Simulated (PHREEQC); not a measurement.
Make-up at 25 °C: 0.082 mol/kgw HCl and 0.013 mol/kgw NiSO4. Closed to the air; pH follows from the charge balance.

The numbers come from PHREEQC with the ion-association model, wateq4f.dat.

```
Item                     Result
----------------  -------------
pH                         1.22
ionic strength    0.111 mol/kgw
total alkalinity   -82.0 meq/kg
```

```csv
species,molality,activity,log γ
Cl-,0.0809,0.0612,-0.121
H+,0.0731,0.0601,-0.086
Ni+2,0.0112,0.00404,-0.442
HSO4-,0.00886,0.00682,-0.114
SO4-2,0.00324,0.00117,-0.443
NiSO4,0.000897,0.000920,0.011
NiCl+,0.000801,0.000621,-0.110
NiCl2,0.000135,0.000138,0.011
Ni(SO4)2-2,1.59e-7,5.77e-8,-0.442
```

Precipitation was switched off in this run.
